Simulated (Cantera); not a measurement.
**Adiabatic ignition**

An adiabatic, constant-pressure homogeneous reactor starts with CH₃OH : O₂ : N₂ = 1 : 3 : 11.3 (molar parts), equivalence ratio 0.50, at 1650 K and 9.20 bar.

Detailed kinetics in Cantera: GRI-Mech 3.0 (53 species, 325 reactions). GRI-Mech 3.0 was tuned for natural gas; its chemistry of methanol as a main component is partial and can be far from experiment.

```csv
t (s),T (K),x CH₃OH,x O₂,x NO,x N₂O,x OH
2.00e-6,1650,0.0645,0.195,2.24e-12,4.74e-9,4.24e-6
6.07e-6,1665,0.0572,0.191,2.73e-11,5.08e-8,3.25e-5
1.84e-5,2512,<1e-12,0.0951,6.83e-5,2.57e-6,0.0141
5.58e-5,2620,<1e-12,0.0930,0.000455,2.52e-6,0.0106
0.000169,2618,<1e-12,0.0925,0.00153,2.51e-6,0.0105
0.000514,2614,<1e-12,0.0911,0.00444,2.50e-6,0.0103
0.00156,2604,<1e-12,0.0882,0.0103,2.53e-6,0.00999
0.00473,2595,<1e-12,0.0857,0.0156,2.58e-6,0.00968
0.0143,2594,<1e-12,0.0854,0.0163,2.59e-6,0.00964
0.0435,2594,<1e-12,0.0854,0.0163,2.59e-6,0.00964
0.132,2594,<1e-12,0.0854,0.0163,2.59e-6,0.00964
0.400,2594,<1e-12,0.0854,0.0163,2.59e-6,0.00964
```
x: mole fraction; the columns are a selection and need not sum to one.

| Quantity | Value |
|---|---|
| time of steepest temperature rise | 12.8 µs |
| temperature at 0.400 s | 2594 K |
| equilibrium temperature | 2594 K |
| x(CH₃OH) at 0.400 s | <1e-12 (gas-phase equilibrium <1e-12) |
| x(O₂) at 0.400 s | 0.0854 (gas-phase equilibrium 0.0854) |
| x(NO) at 0.400 s | 0.0163 (gas-phase equilibrium 0.0163) |
